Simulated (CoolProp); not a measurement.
The numbers come from the reference Helmholtz-energy equation of state, Wagner 2002 in CoolProp.

Problem. Give the vapour pressure (kPa), liquid density (kg/m³), vapour density (kg/m³), enthalpy of vaporisation (kJ/kg) of saturated water at 346.9, 421, 458.1 K.

Solution. 
| T (K) | p (kPa) | liquid density (kg/m³) | vapour density (kg/m³) | enthalpy of vaporisation (kJ/kg) |
|---|---|---|---|---|
| 346.9 | 36.6 | 976 | 0.231 | 2320 |
| 421 | 449 | 919 | 2.41 | 2120 |
| 458.1 | 1120 | 882 | 5.74 | 2000 |
